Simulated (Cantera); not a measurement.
**Catalytic combustion on Pt**

An isothermal plug-flow reactor at 675 K and 270000 Pa (inlet), inlet velocity 2.8 m/s, active area per volume 210 1/m; feed H2 : O2 : N2 = 0.04 : 0.012 : 1.2 (molar parts).

Detailed kinetics in Cantera: Deutschmann's 1995 Pt surface mechanism with GRI-Mech 3.0 gas chemistry. Catalytic surfaces can have several steady states; this one follows from the mechanism file's or the stated starting coverage. Mass transfer to the wall is taken as infinitely fast.

| z (m) | x H2 | x O2 | x H2O | θ free Pt | θ H* |
|---|---|---|---|---|---|
| 6.5e-05 | 0.0313 | 0.00928 | 0.000613 | 0.865 | 0.135 |
| 0.00011 | 0.0309 | 0.00908 | 0.00103 | 0.865 | 0.135 |
| 0.00018 | 0.0303 | 0.00877 | 0.00165 | 0.866 | 0.134 |
| 0.0003 | 0.0293 | 0.00826 | 0.00268 | 0.868 | 0.132 |
| 0.0005 | 0.0277 | 0.00747 | 0.00428 | 0.871 | 0.129 |
| 0.00084 | 0.0254 | 0.00628 | 0.00667 | 0.875 | 0.125 |
| 0.0014 | 0.0223 | 0.00471 | 0.00984 | 0.881 | 0.119 |
| 0.0023 | 0.0187 | 0.00294 | 0.0134 | 0.888 | 0.112 |
| 0.0039 | 0.0154 | 0.00125 | 0.0168 | 0.895 | 0.104 |
| 0.0065 | 0.0135 | 0.000303 | 0.0187 | 0.900 | 0.0994 |
x: gas mole fraction; θ: surface coverage.
